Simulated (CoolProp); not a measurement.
Values from CoolProp's reference Helmholtz-energy equation of state, Lemmon 2005. It is a short technical equation, of lower accuracy than the large ones.

Give the vapour pressure (MPa), liquid density (kg/m³), liquid cp (kJ/(kg K)), vapour Z of saturated 1-butene at 262.7, 289.7 K.


| T (K) | p (MPa) | liquid density (kg/m³) | liquid cp (kJ/(kg K)) | vapour Z |
|---|---|---|---|---|
| 262.7 | 0.0860 | 630 | 2.15 | 0.962 |
| 289.7 | 0.228 | 599 | 2.27 | 0.927 |
